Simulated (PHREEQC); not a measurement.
Solution (25 °C): 0.0054 mol/kgw H2SO4, 0.00029 mol/kgw K2SO4 and 0.022 mol/kgw CO2. Closed to the air; pH follows from the charge balance.

The numbers come from PHREEQC with the Pitzer model, pitzer.dat.

```tsv
quantity	before	after
pH	2.11	2.15
ionic strength (mol/kgw)	0.0132	0.0198
HSO4- (mol/kgw)	0.00193	0.00253
```

Q: Name the change that produced these shifts.
A. diluted 10-fold with water
B. CO2 left out
C. CO2 from 0.022 to 0.011 mol/kgw
D. K2SO4 from 0.00029 to 5.8e-05 mol/kgw
E. K2SO4 from 0.00029 to 0.0029 mol/kgw

A: E, K2SO4 from 0.00029 to 0.0029 mol/kgw

No solid was allowed to form.
